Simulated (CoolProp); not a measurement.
Vapour-liquid equilibrium of hydrogen chloride (1) + propane (2) at 14.8 bar; x and y are mole fractions of (1).

The numbers come from the multi-fluid Helmholtz-energy mixture model, Thol 2018 and Lemmon 2009; pair parameters Bell 2016 in CoolProp.

### Question
Give the bubble temperature and the first vapour's composition at x = 0.35, 0.8, 0.95. Is there an azeotrope?

### Answer
x = 0.35: -2.1 °C, y = 0.736; x = 0.8: -16.4 °C, y = 0.909; x = 0.95: -19.1 °C, y = 0.972. No azeotrope shows between x = 0.05 and 0.95.

The pair parameters rest on a limited set of measurements; away from them the model extrapolates.
